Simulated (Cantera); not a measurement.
# NO annealing gas

An isothermal, constant-pressure homogeneous reactor starts with NO : N2 = 1 : 0.26 (molar parts), at 1998 K and 0.0138 atm.

Cantera simulation using GRI-Mech 3.0 (53 species, 325 reactions); the numbers are that mechanism's predictions, not measurements. Radical loss at walls, strong at low pressure, is not modelled.

| t (s) | x NO | x O2 | x N2O | x O | x NO2 | x N2 |
|---|---|---|---|---|---|---|
| 6.00e-5 | 0.794 | 3.05e-10 | 6.05e-7 | 6.06e-7 | 2.42e-10 | 0.206 |
| 0.000138 | 0.794 | 1.62e-9 | 1.39e-6 | 1.40e-6 | 1.28e-9 | 0.206 |
| 0.000318 | 0.794 | 8.58e-9 | 3.19e-6 | 3.22e-6 | 6.67e-9 | 0.206 |
| 0.000731 | 0.794 | 4.53e-8 | 7.29e-6 | 7.44e-6 | 3.42e-8 | 0.206 |
| 0.00168 | 0.794 | 2.43e-7 | 1.65e-5 | 1.73e-5 | 1.71e-7 | 0.206 |
| 0.00387 | 0.794 | 1.32e-6 | 3.66e-5 | 4.07e-5 | 7.93e-7 | 0.206 |
| 0.00891 | 0.793 | 7.51e-6 | 7.72e-5 | 9.83e-5 | 3.16e-6 | 0.206 |
| 0.0205 | 0.793 | 4.64e-5 | 0.000145 | 0.000242 | 9.36e-6 | 0.206 |
| 0.0472 | 0.792 | 0.000291 | 0.000213 | 0.000538 | 1.79e-5 | 0.207 |
| 0.109 | 0.789 | 0.00141 | 0.000217 | 0.000850 | 2.40e-5 | 0.208 |
| 0.250 | 0.783 | 0.00473 | 0.000202 | 0.000976 | 2.90e-5 | 0.211 |
| 0.575 | 0.766 | 0.0128 | 0.000186 | 0.00111 | 3.81e-5 | 0.220 |
| 1.32 | 0.726 | 0.0327 | 0.000156 | 0.00136 | 5.43e-5 | 0.240 |
| 3.04 | 0.628 | 0.0813 | 0.000103 | 0.00183 | 7.52e-5 | 0.288 |
| 7.00 | 0.420 | 0.185 | 3.94e-5 | 0.00253 | 7.83e-5 | 0.393 |
x: mole fraction; the columns are a selection and need not sum to one.

Equilibrium at this temperature and pressure: NO 0.00907, O2 0.390, N2O 5.26e-8, O 0.00350, NO2 2.53e-6, N2 0.598 (gas phase only).
